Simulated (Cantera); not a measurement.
What does this Cantera script print?

```python
import numpy as np
import cantera as ct

gas_names = [...]  # 49 gases of nasa_gas.yaml made of Cl, F, H, N, Si
cond_names = """
    NH4CL(a) NH4CL(b) Si(cr) Si(L) Si3N4(a)
""".split()


# ... load() reads the species with a 1 bar reference pressure and builds the phases ...
atoms = {
    'Si': {'Si': 1},
    'NF3': {'N': 1, 'F': 3},
    'N2': {'N': 2},
    'HCl': {'H': 1, 'CL': 1},
}
top_T = {'Si3N4(a)': 2400}  # K; cautious upper limits of use, not melting points


# ... equilibrate(T, P, feed) seeds the gas with the atoms and calls Mixture.equilibrate('TP', solver="vcs", rtol=1e-11, max_steps=5000) ...
results = []
feed = {'Si': 1, 'NF3': 5.9, 'N2': 0.89, 'HCl': 4.6}  # mol
P = 12000  # Pa
for T in [700, 800, 900, 1000, 1100, 1200, 1300, 1400, 1500, 1600, 1700]:
    mix = equilibrate(T, P, feed)
    results.append((T, P, feed, dict(zip(mix.species_names, mix.species_moles))))

top = {s: max(r[3][s] / sum(r[3][g] for g in gas_names) for r in results) for s in gas_names}
cols = sorted((s for s in top if top[s] > 1e-05), key=lambda s: -top[s])[:5]
seen = [c for c in cond_names if any(r[3].get(c, 0) > 1e-12 for r in results)]
print("log10 of partial pressures in bar; condensed amounts in mol")
print(f"{'T/K':>10s}" + "".join(f"{s[:9]:>10s}" for s in cols + seen))
for T, P, feed, n in results:
    ng = sum(n[g] for g in gas_names)
    print(f"{T:10.4g}" + "".join(f"{np.log10(max(n[s] / ng * P / 1e5, 1e-99)):10.3f}" for s in cols)
          + "".join(f"{n.get(c, 0):10.4g}" for c in seen))
```

Result:

```
log10 of partial pressures in bar; condensed amounts in mol
       T/K         F        HF       CLF        N2        F2
       700    -4.097    -1.435    -1.445    -1.585    -2.511
       800    -3.064    -1.457    -1.461    -1.564    -1.969
       900    -2.420    -1.474    -1.475    -1.558    -1.868
      1000    -1.994    -1.488    -1.489    -1.567    -1.971
      1100    -1.729    -1.505    -1.505    -1.584    -2.226
      1200    -1.602    -1.518    -1.518    -1.596    -2.627
      1300    -1.556    -1.524    -1.526    -1.602    -3.090
      1400    -1.535    -1.527    -1.537    -1.605    -3.527
      1500    -1.510    -1.533    -1.571    -1.611    -3.890
      1600    -1.468    -1.545    -1.652    -1.623    -4.171
      1700    -1.420    -1.562    -1.792    -1.641    -4.397
```

These are equilibrium values from Cantera (NASA tables, ideal gas, pure condensed phases), not measurements of a reactor.
